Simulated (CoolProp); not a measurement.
Vapour-liquid equilibrium of R13 (1) + R11 (2) at -17.85 °C; x and y are mole fractions of (1).

The numbers come from the multi-fluid Helmholtz-energy mixture model, Platzer 1990 and Jacobsen 1992; pair parameters Bell 2016 in CoolProp. This equation is an older, rougher fit; its heat capacities, sound speeds and derivatives of the liquid may be far off and weren't checked against measurements.

Problem. Give the bubble pressure and the first vapour's composition at x = 0.2, 0.8, 0.875. Is there an azeotrope?

Solution. x = 0.2: 0.3548 MPa, y = 0.953; x = 0.8: 0.9723 MPa, y = 0.990; x = 0.875: 1.051 MPa, y = 0.993. No azeotrope shows between x = 0.05 and 0.95.

Pair parameters are fitted to limited data, so mixtures are less certain than the pure fluids. The gap from Raoult's law changes sign with composition, which may be real or a fault of the pair parameters; it wasn't checked against measurements.
